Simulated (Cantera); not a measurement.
Input: 1 mol Si, 1.3 mol HCl, 2.8 mol H₂, equilibrated at 1 atm.

Method: chemical equilibrium by Gibbs-energy minimisation in Cantera with the NASA 1993 tables (ideal gas, pure condensed phases). Candidate condensed phases: Si; 19 gas species. The tables' values for SiCl₃ are old estimates; treat these amounts as uncertain. Rates play no part.

### Question
At 1050 K, list the 5 most abundant gas species with their mole fractions, and the condensed phases.

### Answer
H₂ 0.892, SiCl₄ 0.0547, SiHCl₃ 0.0345, HCl 0.0147, SiH₂Cl₂ 0.00249. Condensed: Si(s).
